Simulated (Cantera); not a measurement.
Input (Python, Cantera) and output of one run.

```python
import numpy as np
import cantera as ct

gas_names = [...]  # 136 gases of nasa_gas.yaml made of C, H, N, O
cond_names = """
    C(gr) C6H6(L) C7H8(L) C8H18(L),n-octa H2O(s) H2O(L)
""".split()


# ... load() reads the species with a 1 bar reference pressure and builds the phases ...
atoms = {
    'C3H8': {'C': 3, 'H': 8},
    'O2': {'O': 2},
    'N2': {'N': 2},
}
top_T = {'C(gr)': 4500}  # K; cautious upper limits of use, not melting points


# ... equilibrate(T, P, feed) seeds the gas with the atoms and calls Mixture.equilibrate('TP', solver="vcs", rtol=1e-11, max_steps=5000) ...
results = []
feed = {'C3H8': 1, 'O2': 0.016, 'N2': 0.42}  # mol
P = 4800  # Pa
for T in [823, 973, 1123, 1273, 1423, 1573, 1723, 1873, 2023, 2173, 2323, 2473, 2623, 2773]:
    mix = equilibrate(T, P, feed)
    results.append((T, P, feed, dict(zip(mix.species_names, mix.species_moles))))

top = {s: max(r[3][s] / sum(r[3][g] for g in gas_names) for r in results) for s in gas_names}
cols = sorted((s for s in top if top[s] > 0.001), key=lambda s: -top[s])[:9]
seen = [c for c in cond_names if any(r[3].get(c, 0) > 1e-12 for r in results)]
print("log10 of partial pressures in bar; condensed amounts in mol")
print(f"{'T/K':>10s}" + "".join(f"{s[:9]:>10s}" for s in cols + seen))
for T, P, feed, n in results:
    ng = sum(n[g] for g in gas_names)
    print(f"{T:10.4g}" + "".join(f"{np.log10(max(n[s] / ng * P / 1e5, 1e-99)):10.3f}" for s in cols)
          + "".join(f"{n.get(c, 0):10.4g}" for c in seen))
```

It prints:

```
log10 of partial pressures in bar; condensed amounts in mol
       T/K        H2         H        N2       CH4       HCN C2H2,acet        CO       HNC       H2O     C(gr)
       823    -1.383   -11.826    -2.329    -2.797    -8.640   -12.859    -3.643   -12.153    -3.904     2.837
       973    -1.368    -9.650    -2.342    -3.627    -7.333   -10.637    -3.472   -10.251    -5.046     2.947
      1123    -1.366    -8.054    -2.344    -4.264    -6.379    -9.023    -3.463    -8.862    -6.009     2.963
      1273    -1.365    -6.830    -2.344    -4.758    -5.652    -7.795    -3.462    -7.801    -6.752     2.966
      1423    -1.365    -5.860    -2.344    -5.150    -5.080    -6.830    -3.462    -6.967    -7.338     2.967
      1573    -1.366    -5.074    -2.345    -5.467    -4.618    -6.051    -3.462    -6.293    -7.811     2.965
      1723    -1.366    -4.422    -2.347    -5.729    -4.239    -5.409    -3.462    -5.738    -8.200     2.962
      1873    -1.367    -3.874    -2.351    -5.950    -3.922    -4.873    -3.463    -5.275    -8.526     2.954
      2023    -1.371    -3.407    -2.357    -6.140    -3.656    -4.420    -3.464    -4.884    -8.805     2.939
      2173    -1.378    -3.005    -2.368    -6.310    -3.433    -4.034    -3.467    -4.553    -9.050     2.913
      2323    -1.392    -2.659    -2.386    -6.473    -3.246    -3.707    -3.472    -4.273    -9.273     2.871
      2473    -1.418    -2.361    -2.412    -6.641    -3.095    -3.434    -3.482    -4.040    -9.486     2.808
      2623    -1.463    -2.107    -2.449    -6.831    -2.979    -3.214    -3.499    -3.852    -9.702     2.717
      2773    -1.533    -1.895    -2.499    -7.060    -2.899    -3.049    -3.525    -3.708    -9.935     2.592
```

These are equilibrium values from Cantera (NASA tables, ideal gas, pure condensed phases), not measurements of a reactor.
